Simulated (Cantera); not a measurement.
Ignition delay

Mixture: 4.41 % CH4, 0.662 % CO, 19.9 % O2, 75.0 % N2, equivalence ratio 0.46, at 10.0 bar, adiabatic and at constant pressure. Ignition delay is the time to a rise of 400 K.

Computed with Cantera and GRI-Mech 3.0 (53 species, 325 reactions).

```
T0 (K)  delay (ms)
------  ----------
1100          15.7
1200          3.76
1300          1.11
1400         0.376
1500         0.144
1600        0.0615
1700        0.0290
1800        0.0150
1900       0.00838
2000       0.00504
```

```json
{
  "apparent activation energy between 1800 and 2000 K": "160 kJ/mol"
}
```
